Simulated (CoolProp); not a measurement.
Computed with CoolProp (reference Helmholtz-energy equation of state, Platzer 1990). This equation is an older, rougher fit.

For R21, give the phase and the cp (kJ/(kg K)), fugacity coefficient at 473 K and 661 kPa; 473 K and 826 kPa; 473 K and 2310 kPa.


- 473 K and 661 kPa: gas; cp 0.760, fugacity coefficient 0.964
- 473 K and 826 kPa: gas; cp 0.768, fugacity coefficient 0.955
- 473 K and 2310 kPa: gas; cp 0.855, fugacity coefficient 0.876
